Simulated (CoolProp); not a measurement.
Vapour pressure (kPa) of C3F8 (R218): the reference equation beside estimates from Tc = 345.0 K, pc = 2640 kPa, ω = 0.317.

The numbers come from the reference Helmholtz-energy equation of state, Lemmon 2006 in CoolProp. It is a short technical equation, of lower accuracy than the large ones.

```json
[
 {"T (K)": "238", "reference": "109.1", "Lee-Kesler": "108.9", "van der Waals": "490.9", "Redlich-Kwong": "203.8", "Soave-Redlich-Kwong": "108.9", "Peng-Robinson": "108.8"},
 {"T (K)": "241.8", "reference": "128.8", "Lee-Kesler": "128.8", "van der Waals": "532.5", "Redlich-Kwong": "233.2", "Soave-Redlich-Kwong": "128.7", "Peng-Robinson": "128.4"},
 {"T (K)": "245.5", "reference": "150.5", "Lee-Kesler": "150.7", "van der Waals": "575.0", "Redlich-Kwong": "264.7", "Soave-Redlich-Kwong": "150.6", "Peng-Robinson": "149.9"},
 {"T (K)": "249.2", "reference": "174.9", "Lee-Kesler": "175.4", "van der Waals": "619.8", "Redlich-Kwong": "299.1", "Soave-Redlich-Kwong": "175.2", "Peng-Robinson": "174.2"},
 {"T (K)": "252.9", "reference": "202.3", "Lee-Kesler": "203.0", "van der Waals": "666.7", "Redlich-Kwong": "336.6", "Soave-Redlich-Kwong": "202.9", "Peng-Robinson": "201.4"},
 {"T (K)": "256.6", "reference": "232.9", "Lee-Kesler": "233.8", "van der Waals": "715.9", "Redlich-Kwong": "377.3", "Soave-Redlich-Kwong": "233.8", "Peng-Robinson": "231.8"},
 {"T (K)": "260.4", "reference": "267.8", "Lee-Kesler": "269.0", "van der Waals": "768.8", "Redlich-Kwong": "422.6", "Soave-Redlich-Kwong": "269.2", "Peng-Robinson": "266.6"},
 {"T (K)": "264.1", "reference": "305.5", "Lee-Kesler": "307.0", "van der Waals": "822.6", "Redlich-Kwong": "470.3", "Soave-Redlich-Kwong": "307.5", "Peng-Robinson": "304.2"},
 {"T (K)": "267.8", "reference": "347.0", "Lee-Kesler": "348.9", "van der Waals": "878.8", "Redlich-Kwong": "521.7", "Soave-Redlich-Kwong": "349.7", "Peng-Robinson": "345.7"},
 {"T (K)": "271.5", "reference": "392.7", "Lee-Kesler": "394.9", "van der Waals": "937.4", "Redlich-Kwong": "576.8", "Soave-Redlich-Kwong": "396.2", "Peng-Robinson": "391.4"}
]
```

Absolute difference from the reference over all 10 rows, mean and median: Lee-Kesler 0.3 and 0.4 %, van der Waals 228.5 and 218.5 %, Redlich-Kwong 65.2 and 64.2 %, Soave-Redlich-Kwong 0.4 and 0.3 %, Peng-Robinson 0.4 and 0.4 %.
